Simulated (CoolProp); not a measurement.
Aqueous potassium formate as a coolant, 31 % by mass, freezing at -22.3 °C, 1 atm.

Values from CoolProp's Melinder's fits for secondary coolants.

| T (°C) | density (kg/m³) | Prandtl number | cp (kJ/(kg K)) | viscosity (mPa s) |
|---|---|---|---|---|
| -13.9 | 1208 | 26.1 | 3.054 | 4.24 |
| -6.8 | 1206 | 20.2 | 3.067 | 3.33 |
| 0.4 | 1204 | 16.1 | 3.080 | 2.69 |
| 7.6 | 1202 | 13.1 | 3.092 | 2.22 |
| 14.8 | 1199 | 11.0 | 3.105 | 1.88 |
| 21.9 | 1196 | 9.35 | 3.117 | 1.62 |
| 29.1 | 1193 | 8.08 | 3.130 | 1.42 |
| 36.3 | 1190 | 7.06 | 3.143 | 1.25 |
